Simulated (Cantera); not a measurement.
An adiabatic, constant-pressure homogeneous reactor starts with H2 : O2 : N2 = 1 : 1.52 : 5.7 (molar parts), equivalence ratio 0.33, at 1073 K and 10.0 bar. Integrator tolerance rtol = 1e-08.

Computed with Cantera and the H2/O2 subset of GRI-Mech 3.0, which has no nitrogen chemistry. The hydrogen kinetics of GRI-Mech 3.0 are dated; newer H2 mechanisms differ, most at raised pressure.

Q: What does this change do: pressure from 10.0 bar to 15.0 bar?

A: 
```
quantity                                                              before                                      after
---------------------------------  -----------------------------------------  -----------------------------------------
time of steepest temperature rise                                    2.71 ms                                    2.55 ms
temperature at 0.700 s                                                1948 K                                     1948 K
equilibrium temperature                                               1948 K                                     1948 K
x(H2) at 0.700 s                     2.17e-5 (gas-phase equilibrium 2.17e-5)    1.78e-5 (gas-phase equilibrium 1.78e-5)
x(O2) at 0.700 s                         0.132 (gas-phase equilibrium 0.132)        0.132 (gas-phase equilibrium 0.132)
x(H2O) at 0.700 s                        0.129 (gas-phase equilibrium 0.129)        0.129 (gas-phase equilibrium 0.129)
x(O) at 0.700 s                      5.11e-5 (gas-phase equilibrium 5.11e-5)    4.19e-5 (gas-phase equilibrium 4.19e-5)
x(H2O2) at 0.700 s                   2.30e-7 (gas-phase equilibrium 2.30e-7)    2.83e-7 (gas-phase equilibrium 2.83e-7)
x(HO2) at 0.700 s                    3.25e-6 (gas-phase equilibrium 3.25e-6)    3.61e-6 (gas-phase equilibrium 3.61e-6)
x(OH) at 0.700 s                   0.000897 (gas-phase equilibrium 0.000897)  0.000812 (gas-phase equilibrium 0.000812)
```
The pressure lies above the range GRI-Mech 3.0 was tuned for (to about 10 atm).
